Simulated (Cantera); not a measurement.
Cantera run, input and output.

```python
import numpy as np
import cantera as ct

gas = ct.Solution("gri30.yaml")
gas.TPX = 900, 430, {'H2': 0.14, 'O2': 1}
reactor = ct.IdealGasConstPressureReactor(gas, energy="off", clone=False)
net = ct.ReactorNet([reactor])
net.rtol, net.atol = 1e-08, 1e-18
show = ['H2', 'O2', 'O', 'H', 'H2O']
times = np.geomspace(5e-06, 80, 14)

steps = ct.SolutionArray(gas, extra=["t"])
rows = []
print(f"{'t/s':>10s}{'T/K':>9s}{'P/Pa':>11s}" + "".join(f"{s:>11s}" for s in show))
for t in times:
    while net.time < t:
        t_next = net.step()
        steps.append(gas.state, t=t_next)
    rows.append([np.interp(t, steps.t, y) for y in (steps.T, steps.P, *steps(*show).X.T)])
    print(f"{t:10.3e}{rows[-1][0]:9.1f}{rows[-1][1]:11.4g}" + "".join(f"{x:11.3e}" for x in rows[-1][2:]))
rate = np.gradient(steps.T, steps.t)
print("integrator steps:", len(steps.t))
if steps.T.max() > steps.T[0] + 200:
    print(f"time of steepest temperature rise: {steps.t[rate.argmax()]:.4e} s")
gas.TPX = 900, 430, {'H2': 0.14, 'O2': 1}
gas.equilibrate("TP")
print(f"equilibrium (TP): T = {gas.T:.1f} K  " + "  ".join(f"{s} {gas[s].X[0]:.3e}" for s in show))
```

Result:

```
       t/s      T/K       P/Pa         H2         O2          O          H        H2O
 5.000e-06    900.0        430  1.228e-01  8.772e-01  2.242e-16  8.015e-14  3.361e-18
 1.791e-05    900.0        430  1.228e-01  8.772e-01  2.652e-15  2.853e-13  1.101e-16
 6.416e-05    900.0        430  1.228e-01  8.772e-01  3.263e-14  1.003e-12  4.278e-15
 2.299e-04    900.0        430  1.228e-01  8.772e-01  3.868e-13  3.457e-12  1.545e-13
 8.234e-04    900.0        430  1.228e-01  8.772e-01  4.304e-12  1.308e-11  4.225e-12
 2.950e-03    900.0        430  1.228e-01  8.772e-01  6.768e-11  1.145e-10  1.364e-10
 1.057e-02    900.0        430  1.228e-01  8.772e-01  3.786e-08  5.945e-08  9.819e-08
 3.785e-02    900.0        430  1.121e-02  8.305e-01  2.128e-02  4.523e-02  8.898e-02
 1.356e-01    900.0        430  9.830e-04  8.633e-01  4.739e-03  2.844e-03  1.273e-01
 4.858e-01    900.0        430  5.522e-05  8.688e-01  2.532e-04  2.733e-05  1.307e-01
 1.740e+00    900.0        430  3.485e-06  8.691e-01  1.732e-05  4.880e-07  1.308e-01
 6.234e+00    900.0        430  2.893e-07  8.692e-01  2.013e-06  1.944e-08  1.308e-01
 2.233e+01    900.0        430  3.836e-08  8.692e-01  3.504e-07  1.406e-09  1.308e-01
 8.000e+01    900.0        430  7.378e-09  8.692e-01  7.610e-08  1.418e-10  1.308e-01
integrator steps: 1906
equilibrium (TP): T = 900.0 K  H2 6.891e-12  O2 8.692e-01  O 7.705e-11  H 4.710e-15  H2O 1.308e-01
```

Cantera simulation using GRI-Mech 3.0 (53 species, 325 reactions); the numbers are that mechanism's predictions, not measurements. Radical loss at walls, strong at low pressure, is not modelled. Below about 950 K walls govern HO2 and H2O2 in real vessels. The temperature is held fixed by assumption; the heat of reaction is taken as removed at once.
